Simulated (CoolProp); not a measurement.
Saturation properties of octamethyltrisiloxane (MDM) (Tc = 292.2 °C, pc = 1.438 MPa, ω = 0.528).

Values from CoolProp's reference Helmholtz-energy equation of state, Thol 2017.

| T (°C) | p (MPa) | liquid density (kg/m³) | vapour Z | surface tension (mN/m) |
|---|---|---|---|---|
| 119.55 | 0.03901 | 714.7 | ___ | 8.72 |
| 127.45 | ___ | 705.5 | 0.9554 | 8.13 |
| 135.25 | 0.06301 | 696.3 | 0.9472 | 7.57 |
| 143.05 | 0.07861 | 686.9 | 0.9381 | 7.02 |
| 150.85 | ___ | ___ | 0.9279 | 6.49 |
| 158.75 | ___ | 667.2 | 0.9165 | 5.96 |
| 166.55 | ___ | ___ | 0.9042 | 5.45 |
| 174.35 | 0.1735 | 646.6 | 0.8906 | 4.96 |
| 182.15 | 0.2070 | 635.8 | 0.8758 | 4.48 |
| 189.95 | 0.2452 | 624.6 | ___ | 4.02 |

### Question
What belongs in the gaps?

### Answer

- 119.55, vapour Z: 0.9627
- 127.45, p (MPa): 0.04996
- 150.85, p (MPa): 0.09707
- 150.85, liquid density (kg/m³): 677.2
- 158.75, p (MPa): 0.1190
- 166.55, p (MPa): 0.1443
- 166.55, liquid density (kg/m³): 657.0
- 189.95, vapour Z: 0.8596

It boils at 152.5 °C under 1 atm.

Surface tension comes from a separate correlation (Mulero 2014), older than this fluid's equation and unchecked against measurements.
